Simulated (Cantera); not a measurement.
An isothermal plug-flow reactor at 950 K and 101000 Pa (inlet), inlet velocity 0.07 m/s, active area per volume 1600 1/m; feed CH4 : O2 : N2 = 0.0065 : 0.034 : 0.79 (molar parts).

Cantera simulation using Deutschmann's 1995 Pt surface mechanism with GRI-Mech 3.0 gas chemistry; the numbers are that mechanism's predictions, not measurements. Catalytic surfaces can have several steady states; this one follows from the mechanism file's or the stated starting coverage. Mass transfer to the wall is taken as infinitely fast.

One state of this run: x CH4 = 0.00363; x O2 = 0.0325; x H2O = 0.00840; x CO2 = 0.00420; x CO = 1.62e-6; θ free Pt = 0.200; θ O* = 0.798; θ OH* = 0.00200. x: gas mole fraction; θ: surface coverage.

Which value of z (m) does it belong to?
A) 0.0011
B) 0.00051
C) 0.00024
D) 0.0051

B, 0.00051
